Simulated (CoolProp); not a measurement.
Model: reference Helmholtz-energy equation of state, Akasaka 2022, in CoolProp.

**Question.** Give the vapour pressure (kPa), vapour density (kg/m³), enthalpy of vaporisation (kJ/kg) of saturated R1233zd(E) at 86.85, 99.15, 136.25 °C.

**Answer.** 
```
T (°C)  p (kPa)  vapour density (kg/m³)  enthalpy of vaporisation (kJ/kg)
------  -------  ----------------------  --------------------------------
86.85       776                    41.1                               153
99.15      1020                    55.1                               143
136.25     2150                     133                               103
```
